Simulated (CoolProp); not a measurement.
Saturated liquid density (kg/m³) of benzene: the reference equation beside estimates from Tc = 562.0 K, pc = 4906 kPa, ω = 0.211. Rackett uses Z = 0.29056 − 0.08775 ω.

Values from CoolProp's reference Helmholtz-energy equation of state, Thol 2012.

```json
[
 {"T (K)": "415.5", "reference": "739.3", "Rackett": "731.6", "Soave-Redlich-Kwong": "672.0", "Peng-Robinson": "761.8"},
 {"T (K)": "419.5", "reference": "734.1", "Rackett": "726.5", "Soave-Redlich-Kwong": "666.5", "Peng-Robinson": "755.7"},
 {"T (K)": "423.5", "reference": "728.9", "Rackett": "721.3", "Soave-Redlich-Kwong": "660.9", "Peng-Robinson": "749.5"},
 {"T (K)": "427.5", "reference": "723.7", "Rackett": "716.1", "Soave-Redlich-Kwong": "655.2", "Peng-Robinson": "743.1"},
 {"T (K)": "431.5", "reference": "718.3", "Rackett": "710.8", "Soave-Redlich-Kwong": "649.3", "Peng-Robinson": "736.5"},
 {"T (K)": "435.4", "reference": "713.1", "Rackett": "705.5", "Soave-Redlich-Kwong": "643.5", "Peng-Robinson": "730.0"},
 {"T (K)": "439.4", "reference": "707.6", "Rackett": "700.1", "Soave-Redlich-Kwong": "637.4", "Peng-Robinson": "723.2"},
 {"T (K)": "443.4", "reference": "702.1", "Rackett": "694.5", "Soave-Redlich-Kwong": "631.2", "Peng-Robinson": "716.2"},
 {"T (K)": "447.4", "reference": "696.4", "Rackett": "688.9", "Soave-Redlich-Kwong": "624.8", "Peng-Robinson": "709.0"},
 {"T (K)": "451.4", "reference": "690.7", "Rackett": "683.2", "Soave-Redlich-Kwong": "618.3", "Peng-Robinson": "701.6"},
 {"T (K)": "455.4", "reference": "684.9", "Rackett": "677.4", "Soave-Redlich-Kwong": "611.6", "Peng-Robinson": "694.1"},
 {"T (K)": "459.3", "reference": "679.1", "Rackett": "671.6", "Soave-Redlich-Kwong": "604.9", "Peng-Robinson": "686.5"},
 {"T (K)": "463.3", "reference": "673.1", "Rackett": "665.5", "Soave-Redlich-Kwong": "597.9", "Peng-Robinson": "678.6"}
]
```

Absolute difference from the reference over all 13 rows, mean and median: Rackett 1.1 and 1.1 %, Soave-Redlich-Kwong 10.0 and 9.9 %, Peng-Robinson 2.1 and 2.2 %.
